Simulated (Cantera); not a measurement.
Feed: 1 mol B, a varied amount of H2O, 74 mol H2, 0.22 mol NH3, at 0.133 bar.

Method: chemical equilibrium by Gibbs-energy minimisation in Cantera with the NASA 1993 tables (ideal gas, pure condensed phases). Candidate condensed phases: B, BN, B2O3, B3O3H3, H2O; 39 gas species. Mutual solubility and eutectic melting of coexisting phases are not modelled. Gases not in the tables: H3BO3. Rates play no part.

Stable condensed phases, one row left out:

```
T in K \ n(H2O) in mol
         0.22  0.4 0.73  1.3  2.4  4.3  7.8   14
   2275     A    A    A    B    B    B    B    B
   2175     A    A    A    B    B    B    B    B
   2075     A    A    A    B    B    B    B    B
   1875     C    C    C    B    B    B    B    B
   1775     C    C    C    B    B    B    B    B
   1675     C    C    C    B    B    B    B    B
   1575     C    C    C    D    B    B    B    B
   1475     C    C    C    D    E    E    B    B
   1375     C    C    C    D    E    E    E    E
   1275     C    C    F    D    E    E    E    E
   1175     C    C    F    D    E    E    E    E
   1075     C    C    F    D    E    E    E    E
    975     C    C    F    D    E    E    E    E
```

A: B; B: gas only; C: B + BN; D: BN + B2O3; E: B2O3; F: B + BN + B2O3.

**Question.** Give the row for 1975 K.

**Answer.** 0.22: B + BN; 0.4: B + BN; 0.73: B + BN; 1.3: gas only; 2.4: gas only; 4.3: gas only; 7.8: gas only; 14: gas only.
